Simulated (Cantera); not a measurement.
Input (Python, Cantera) and output of one run.

```python
import numpy as np
import cantera as ct

gas_names = """
    CL CL2 H HCL H2 N NH NH2 NH3 N2 N2H2 N2H4 Si SiCL SiCL2 SiCL3 SiCL4 SiH SiHCL3 SiH2 SiH2CL2 SiH3
    SiH3CL SiH4 SiN Si2 Si2N Si3
""".split()
cond_names = """
    NH4CL(a) NH4CL(b) Si(cr) Si(L) Si3N4(a)
""".split()


# ... load() reads the species with a 1 bar reference pressure and builds the phases ...
atoms = {
    'SiHCl3': {'Si': 1, 'H': 1, 'CL': 3},
    'NH3': {'N': 1, 'H': 3},
    'H2': {'H': 2},
}
top_T = {'Si3N4(a)': 2400}  # K; cautious upper limits of use, not melting points


# ... equilibrate(T, P, feed) seeds the gas with the atoms and calls Mixture.equilibrate('TP', solver="vcs", rtol=1e-11, max_steps=5000) ...
results = []
feed = {'SiHCl3': 1, 'NH3': 0.2, 'H2': 1.6}  # mol
T = 1925  # K
P = 10000  # Pa
mix = equilibrate(T, P, feed)
results.append((T, P, feed, dict(zip(mix.species_names, mix.species_moles))))
x = sorted(zip(gas.X, gas.species_names), reverse=True)
print(f"T = {T:g} K  P = {P:g} Pa  gas = {mix.phase_moles(0):.4g} mol")
print("   x: " + "  ".join(f"{s} {v:.3e}" for v, s in x if v > 1e-05))
print("   condensed (mol): " + ("  ".join(f"{mix.phase(i).name} {mix.phase_moles(i):.4g}"
      for i in range(1, mix.n_phases) if mix.phase_moles(i) > 1e-12) or "none"))
```

It prints:

```
T = 1925 K  P = 10000 Pa  gas = 3.989 mol
   x: H2 4.795e-01  HCL 2.419e-01  SiCL2 2.412e-01  N2 2.507e-02  SiCL3 8.061e-03  H 2.093e-03  CL 7.943e-04  SiCL 6.268e-04  SiCL4 3.487e-04  SiHCL3 2.309e-04  Si 1.312e-04  SiH2CL2 2.891e-05  SiH2 2.463e-05  SiH 2.338e-05
   condensed (mol): none
```

Method: chemical equilibrium by Gibbs-energy minimisation in Cantera with the NASA 1993 tables (ideal gas, pure condensed phases). The tables' values for SiCl3, SiCl are old estimates; treat these amounts as uncertain. Gases not in the tables: Si2H6 and higher silanes.
